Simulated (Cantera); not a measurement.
Diamond growth

A diamond (100) surface in a fixed gas of H2 with x(CH4) = 0.023, x(H) = 0.00043, x(CH3) = 8e-05, 20.3 Torr; coverages are run to steady state.

Computed with Cantera and the Harris–Goodwin 1993 mechanism for the reconstructed diamond (100) surface.

```json
[
 {"T (K)": "900", "growth (µm/h)": "0.526", "θ c6HH": "0.589", "θ c6H*": "0.00881", "θ c6*H": "0.247", "θ c6**": "0.00332", "θ c6HM": "0.122"},
 {"T (K)": "975", "growth (µm/h)": "0.608", "θ c6HH": "0.571", "θ c6H*": "0.0145", "θ c6*H": "0.319", "θ c6**": "0.00617", "θ c6HM": "0.0670"},
 {"T (K)": "1050", "growth (µm/h)": "0.356", "θ c6HH": "0.552", "θ c6H*": "0.0216", "θ c6*H": "0.388", "θ c6**": "0.00990", "θ c6HM": "0.0196"},
 {"T (K)": "1125", "growth (µm/h)": "0.159", "θ c6HH": "0.520", "θ c6H*": "0.0288", "θ c6*H": "0.431", "θ c6**": "0.0134", "θ c6HM": "0.00359"},
 {"T (K)": "1200", "growth (µm/h)": "0.111", "θ c6HH": "0.493", "θ c6H*": "0.0354", "θ c6*H": "0.453", "θ c6**": "0.0161", "θ c6HM": "0.000628"},
 {"T (K)": "1275", "growth (µm/h)": "0.0931", "θ c6HH": "0.480", "θ c6H*": "0.0412", "θ c6*H": "0.460", "θ c6**": "0.0176", "θ c6HM": "0.000116"},
 {"T (K)": "1350", "growth (µm/h)": "0.0475", "θ c6HH": "0.480", "θ c6H*": "0.0461", "θ c6*H": "0.455", "θ c6**": "0.0181", "θ c6HM": "2.32e-5"}
]
```
θ: site fractions in the mechanism's names (c6HH fully hydrogenated, c6H* and c6*H radical sites, c6** diradical, c6HM methylated).
